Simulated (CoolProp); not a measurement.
Saturation properties of n-dodecane.

Computed with CoolProp (reference Helmholtz-energy equation of state, Lemmon 2004). It is a short technical equation, of lower accuracy than the large ones.

```
T (K)  p (MPa)  vapour Z  vapour viscosity (µPa s)
-----  -------  --------  ------------------------
473.1  0.06755    0.9461                      7.16
476.1  0.07296    0.9430                      7.21
479.1  0.07870    0.9398                      7.25
482.2  0.08502    0.9363                      7.30
485.2  0.09150    0.9329                       ___
488.3  0.09860    0.9292                      7.39
491.3   0.1059       ___                      7.44
494.4   0.1138    0.9215                      7.49
497.4   0.1220    0.9175                      7.53
500.4   0.1306    0.9134                      7.58
503.5   0.1400    0.9090                      7.63
506.5   0.1495    0.9047                      7.68
509.6   0.1600    0.9000                      7.72
512.6   0.1706    0.8953                       ___
515.7   0.1821    0.8903                      7.82
```

### Question
Complete the blanks.

### Answer

- 485.2, vapour viscosity (µPa s): 7.35
- 491.3, vapour Z: 0.9255
- 512.6, vapour viscosity (µPa s): 7.77

It boils at 489.4 K under 1 atm.

Viscosity comes from a separate model (Huber 2004).
